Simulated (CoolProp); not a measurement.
Chlorine at 298.15 K and 0.2 MPa is throttled through a valve to 0.13 MPa with no heat exchange. Each further row changes one setting.

Model: reference Helmholtz-energy equation of state, Thol 2021, in CoolProp.

```
case                       temperature change (K)  final density (kg/m³)
-------------------------  ----------------------  ---------------------
as stated                                    -2.1                   3.81
outlet pressure 0.039 MPa                       …                      …
outlet pressure 0.169 MPa                    -0.9                      …
```

Question: Some entries are withheld; supply them.

Answer: 
- outlet pressure 0.039 MPa, temperature change (K): -4.9
- outlet pressure 0.039 MPa, final density (kg/m³): 1.14
- outlet pressure 0.169 MPa, final density (kg/m³): 4.96
